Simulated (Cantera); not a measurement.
An adiabatic, constant-volume homogeneous reactor starts with C3H8 : O2 : N2 = 1 : 4.17 : 15.7 (molar parts), equivalence ratio 1.2, at 1298 K and 31000 Pa.

Detailed kinetics in Cantera: GRI-Mech 3.0 (53 species, 325 reactions). GRI-Mech 3.0 was tuned for natural gas; its chemistry of propane as a main component is partial and can be far from experiment.

Question: Predict: time of steepest temperature rise; temperature at 8.00 s; equilibrium temperature; x(O2) at 8.00 s; x(H2O2) at 8.00 s; x(O) at 8.00 s; x(HO2) at 8.00 s.

Answer: 
| Quantity | Result |
|---|---|
| time of steepest temperature rise | 1.69 ms |
| temperature at 8.00 s | 2818 K |
| equilibrium temperature | 2818 K |
| x(O2) at 8.00 s | 0.0117 (gas-phase equilibrium 0.0117) |
| x(H2O2) at 8.00 s | 1.48e-7 (gas-phase equilibrium 1.48e-7) |
| x(O) at 8.00 s | 0.00727 (gas-phase equilibrium 0.00727) |
| x(HO2) at 8.00 s | 3.51e-6 (gas-phase equilibrium 3.51e-6) |
